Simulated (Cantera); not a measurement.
Input (Python, Cantera):

```python
import numpy as np
import cantera as ct

gas = ct.Solution("gri30.yaml", transport_model="mixture-averaged")
show = ['OH', 'H2O', 'CH4']

rows = []
print(f"{'T/K':>7s}{'rho':>11s}{'cp':>10s}{'mu':>11s}{'lambda':>11s}{'Pr':>7s}" + "".join(f"{'D_' + s:>11s}" for s in show))
for T in [400, 500, 600, 700, 800, 900]:
    gas.TPX = T, 710, {'N2O': 0.8}
    Pr = gas.cp_mass * gas.viscosity / gas.thermal_conductivity
    D = [gas.mix_diff_coeffs_mole[gas.species_index(s)] for s in show]
    rows.append([gas.density, gas.cp_mass, gas.viscosity, gas.thermal_conductivity, Pr, *D])
    print(f"{T:7g}{gas.density:11.4e}{gas.cp_mass:10.1f}{gas.viscosity:11.4e}"
          f"{gas.thermal_conductivity:11.4e}{Pr:7.3f}" + "".join(f"{d:11.4e}" for d in D))
print("SI units: kg/m3, J/kg/K, Pa s, W/m/K, m2/s")
```

It prints:

```
    T/K        rho        cp         mu     lambda     Pr       D_OH      D_H2O      D_CH4
    400 9.3960e-03     970.3 1.9459e-05 2.5465e-02  0.741 5.8607e-03 4.1680e-03 4.1486e-03
    500 7.5168e-03    1042.5 2.3570e-05 3.3205e-02  0.740 8.6703e-03 6.4419e-03 6.2022e-03
    600 6.2640e-03    1101.3 2.7324e-05 4.0717e-02  0.739 1.1882e-02 9.1206e-03 8.5601e-03
    700 5.3692e-03    1150.2 3.0799e-05 4.7945e-02  0.739 1.5468e-02 1.2169e-02 1.1199e-02
    800 4.6980e-03    1191.6 3.4048e-05 5.4884e-02  0.739 1.9406e-02 1.5560e-02 1.4103e-02
    900 4.1760e-03    1226.6 3.7113e-05 6.1547e-02  0.740 2.3679e-02 1.9270e-02 1.7256e-02
SI units: kg/m3, J/kg/K, Pa s, W/m/K, m2/s
```

Detailed kinetics in Cantera: GRI-Mech 3.0 (53 species, 325 reactions).
